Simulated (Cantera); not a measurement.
A Cantera script and its output.

```python
import numpy as np
import cantera as ct

gas = ct.Solution("gri30.yaml")
gas.TPX = 1898, 8300, {'NO': 1, 'N2': 1.7}
reactor = ct.IdealGasConstPressureReactor(gas, energy="off", clone=False)
net = ct.ReactorNet([reactor])
net.rtol, net.atol = 1e-08, 1e-18
show = ['NO', 'O2', 'O', 'N2O', 'NO2', 'N2']
times = np.geomspace(0.0006, 2, 12)

steps = ct.SolutionArray(gas, extra=["t"])
rows = []
print(f"{'t/s':>10s}{'T/K':>9s}{'P/Pa':>11s}" + "".join(f"{s:>11s}" for s in show))
for t in times:
    while net.time < t:
        t_next = net.step()
        steps.append(gas.state, t=t_next)
    rows.append([np.interp(t, steps.t, y) for y in (steps.T, steps.P, *steps(*show).X.T)])
    print(f"{t:10.3e}{rows[-1][0]:9.1f}{rows[-1][1]:11.4g}" + "".join(f"{x:11.3e}" for x in rows[-1][2:]))
rate = np.gradient(steps.T, steps.t)
print("integrator steps:", len(steps.t))
if steps.T.max() > steps.T[0] + 200:
    print(f"time of steepest temperature rise: {steps.t[rate.argmax()]:.4e} s")
gas.TPX = 1898, 8300, {'NO': 1, 'N2': 1.7}
gas.equilibrate("TP")
print(f"equilibrium (TP): T = {gas.T:.1f} K  " + "  ".join(f"{s} {gas[s].X[0]:.3e}" for s in show))
```

Output:

```
       t/s      T/K       P/Pa         NO         O2          O        N2O        NO2         N2
 6.000e-04   1898.0       8300  3.704e-01  2.986e-08  3.496e-06  3.528e-06  2.470e-07  6.296e-01
 1.254e-03   1898.0       8300  3.704e-01  1.315e-07  7.110e-06  7.141e-06  9.395e-07  6.296e-01
 2.622e-03   1898.0       8300  3.703e-01  6.154e-07  1.446e-05  1.396e-05  3.187e-06  6.296e-01
 5.482e-03   1898.0       8300  3.703e-01  3.307e-06  2.976e-05  2.545e-05  9.082e-06  6.296e-01
 1.146e-02   1898.0       8300  3.702e-01  1.987e-05  5.716e-05  4.065e-05  1.984e-05  6.297e-01
 2.396e-02   1898.0       8300  3.700e-01  9.653e-05  8.136e-05  5.271e-05  2.861e-05  6.298e-01
 5.009e-02   1898.0       8300  3.696e-01  3.061e-04  8.781e-05  5.626e-05  3.090e-05  6.300e-01
 1.047e-01   1898.0       8300  3.686e-01  7.585e-04  9.082e-05  5.609e-05  3.224e-05  6.304e-01
 2.189e-01   1898.0       8300  3.667e-01  1.711e-03  9.645e-05  5.529e-05  3.478e-05  6.314e-01
 4.576e-01   1898.0       8300  3.627e-01  3.726e-03  1.073e-04  5.367e-05  3.955e-05  6.334e-01
 9.567e-01   1898.0       8300  3.541e-01  8.012e-03  1.270e-04  5.047e-05  4.780e-05  6.377e-01
 2.000e+00   1898.0       8300  3.358e-01  1.711e-02  1.605e-04  4.440e-05  6.019e-05  6.468e-01
integrator steps: 504
equilibrium (TP): T = 1898.0 K  NO 5.411e-03  O2 1.822e-01  O 4.372e-04  N2O 8.982e-08  NO2 2.995e-06  N2 8.119e-01
```

Detailed kinetics in Cantera: GRI-Mech 3.0 (53 species, 325 reactions).
